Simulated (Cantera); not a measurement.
# Formation from one mole of O2

Cantera with NASA thermochemical tables; ideal gases at 1 bar, condensed phases pure. Values are per mole of reaction as written; species without (g) are pure solids or liquids, kept so even where they would boil at 1 bar.

2 H2(g) + O2(g) = 2 H2O(g)

| T (K) | ΔH° (kJ) | ΔS° (J/K) | ΔG° (kJ) | log10 K |
|---|---|---|---|---|
| 1373 | -499.5 | -113.8 | -343.2 | 13.06 |
| 1423 | -499.9 | -114.1 | -337.5 | 12.39 |
| 1473 | -500.2 | -114.3 | -331.8 | 11.77 |
| 1523 | -500.6 | -114.6 | -326.1 | 11.18 |
| 1573 | -500.9 | -114.8 | -320.3 | 10.64 |
| 1623 | -501.1 | -114.9 | -314.6 | 10.12 |
| 1673 | -501.4 | -115.1 | -308.8 | 9.64 |
| 1723 | -501.6 | -115.2 | -303.1 | 9.19 |

V + O2(g) = VO2(g)

| T (K) | ΔH° (kJ) | ΔS° (J/K) | ΔG° (kJ) | log10 K |
|---|---|---|---|---|
| 1373 | -242.5 | 17.7 | -266.7 | 10.15 |
| 1423 | -243.1 | 17.2 | -267.6 | 9.82 |
| 1473 | -243.8 | 16.7 | -268.4 | 9.52 |
| 1523 | -244.5 | 16.2 | -269.3 | 9.23 |
| 1573 | -245.3 | 15.8 | -270.1 | 8.97 |
| 1623 | -246.1 | 15.3 | -270.8 | 8.72 |
| 1673 | -246.9 | 14.8 | -271.6 | 8.48 |
| 1723 | -247.7 | 14.3 | -272.3 | 8.26 |

0.6667 Cr + O2(g) = 0.6667 CrO3(g)

```json
[
 {"T (K)": "1373", "ΔH° (kJ)": "-199.6", "ΔS° (J/K)": "-49.4", "ΔG° (kJ)": "-131.7", "log10 K": "5.01"},
 {"T (K)": "1423", "ΔH° (kJ)": "-200.0", "ΔS° (J/K)": "-49.7", "ΔG° (kJ)": "-129.2", "log10 K": "4.74"},
 {"T (K)": "1473", "ΔH° (kJ)": "-200.4", "ΔS° (J/K)": "-50.0", "ΔG° (kJ)": "-126.7", "log10 K": "4.49"},
 {"T (K)": "1523", "ΔH° (kJ)": "-200.9", "ΔS° (J/K)": "-50.4", "ΔG° (kJ)": "-124.2", "log10 K": "4.26"},
 {"T (K)": "1573", "ΔH° (kJ)": "-201.5", "ΔS° (J/K)": "-50.7", "ΔG° (kJ)": "-121.7", "log10 K": "4.04"},
 {"T (K)": "1623", "ΔH° (kJ)": "-202.0", "ΔS° (J/K)": "-51.1", "ΔG° (kJ)": "-119.2", "log10 K": "3.83"},
 {"T (K)": "1673", "ΔH° (kJ)": "-202.6", "ΔS° (J/K)": "-51.4", "ΔG° (kJ)": "-116.6", "log10 K": "3.64"},
 {"T (K)": "1723", "ΔH° (kJ)": "-203.3", "ΔS° (J/K)": "-51.8", "ΔG° (kJ)": "-114.0", "log10 K": "3.46"}
]
```

1.143 Ti + O2(g) = 0.2857 Ti4O7

```tsv
T (K)	ΔH° (kJ)	ΔS° (J/K)	ΔG° (kJ)	log10 K
1373	-964.4	-170.7	-730.0	27.77
1423	-963.6	-170.1	-721.5	26.48
1473	-962.8	-169.6	-713.0	25.28
1523	-962.1	-169.2	-704.5	24.16
1573	-961.5	-168.7	-696.1	23.11
1623	-960.9	-168.3	-687.6	22.13
1673	-960.3	-168.0	-679.2	21.21
1723	-959.7	-167.7	-670.8	20.34
```
